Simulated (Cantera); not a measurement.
An isothermal, constant-pressure homogeneous reactor starts with 77.5 % NO, 22.5 % N2, at 2173 K and 1.38 atm.

Computed with Cantera and GRI-Mech 3.0 (53 species, 325 reactions).

One state of this run: x NO = 0.301; x O2 = 0.236; x N2 = 0.461; x N2O = 4.21e-5; x O = 0.000956. x: mole fraction; the columns are a selection and need not sum to one.

Which value of t (s) does it belong to?
A. 0.351
B. 0.0855
C. 24.3
D. 0.000300

B, 0.0855
